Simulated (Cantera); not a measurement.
Cantera run, input and output.

```python
import numpy as np
import cantera as ct

gas = ct.Solution("gri30.yaml", transport_model="multicomponent")
show = ['C2H2', 'H2O', 'OH']

rows = []
print(f"{'T/K':>7s}{'rho':>11s}{'cp':>10s}{'mu':>11s}{'lambda':>11s}{'Pr':>7s}" + "".join(f"{'D_' + s:>11s}" for s in show))
for T in [400, 600, 800, 1000, 1200, 1400, 1600, 1800, 2000]:
    gas.TPX = T, 2666, {'CH4': 0.076}
    Pr = gas.cp_mass * gas.viscosity / gas.thermal_conductivity
    D = [gas.mix_diff_coeffs_mole[gas.species_index(s)] for s in show]
    rows.append([gas.density, gas.cp_mass, gas.viscosity, gas.thermal_conductivity, Pr, *D])
    print(f"{T:7g}{gas.density:11.4e}{gas.cp_mass:10.1f}{gas.viscosity:11.4e}"
          f"{gas.thermal_conductivity:11.4e}{Pr:7.3f}" + "".join(f"{d:11.4e}" for d in D))
print("SI units: kg/m3, J/kg/K, Pa s, W/m/K, m2/s")
```

Result:

```
    T/K        rho        cp         mu     lambda     Pr     D_C2H2      D_H2O       D_OH
    400 1.2860e-02    2526.4 1.4442e-05 5.0839e-02  0.718 1.1396e-03 1.5144e-03 2.0778e-03
    600 8.5735e-03    3286.8 1.9486e-05 8.8384e-02  0.725 2.3429e-03 3.2754e-03 4.1639e-03
    800 6.4302e-03    3989.2 2.3796e-05 1.3039e-01  0.728 3.8528e-03 5.5441e-03 6.7645e-03
   1000 5.1441e-03    4588.7 2.7658e-05 1.7396e-01  0.730 5.6346e-03 8.2525e-03 9.8274e-03
   1200 4.2868e-03    5074.2 3.1210e-05 2.1689e-01  0.730 7.6656e-03 1.1355e-02 1.3317e-02
   1400 3.6744e-03    5467.8 3.4533e-05 2.5852e-01  0.730 9.9290e-03 1.4821e-02 1.7207e-02
   1600 3.2151e-03    5787.0 3.7677e-05 2.9851e-01  0.730 1.2412e-02 1.8627e-02 2.1477e-02
   1800 2.8578e-03    6046.7 4.0675e-05 3.3678e-01  0.730 1.5106e-02 2.2756e-02 2.6110e-02
   2000 2.5721e-03    6260.4 4.3552e-05 3.7343e-01  0.730 1.8001e-02 2.7194e-02 3.1091e-02
SI units: kg/m3, J/kg/K, Pa s, W/m/K, m2/s
```

Model: GRI-Mech 3.0 (53 species, 325 reactions), integrated in Cantera. The composition is frozen, though it would react at the higher temperatures.
